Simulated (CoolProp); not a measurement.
Saturated liquid density (kg/m³) of sulfur dioxide: the reference equation beside estimates from Tc = 430.6 K, pc = 7.887 MPa, ω = 0.256.

Values from CoolProp's reference Helmholtz-energy equation of state, Gao 2016.

```csv
T (K),reference,van der Waals,Redlich-Kwong,Soave-Redlich-Kwong,Peng-Robinson
211.6,1593,929.5,1381,1409,1584
228.9,1549,908.5,1346,1378,1552
246.3,1505,886.1,1308,1345,1516
263.6,1460,862.6,1268,1308,1477
280.9,1414,837.5,1224,1268,1434
298.3,1366,810.5,1177,1224,1385
315.6,1316,781.6,1125,1175,1331
332.9,1262,750.1,1069,1120,1270
350.3,1203,715.2,1006,1057,1200
367.6,1137,676.3,935.8,984.9,1118
```

Absolute difference from the reference over all 10 rows, mean and median: van der Waals 40.9 and 40.7 %, Redlich-Kwong 14.4 and 13.6 %, Soave-Redlich-Kwong 11.2 and 10.9 %, Peng-Robinson 0.9 and 0.9 %.
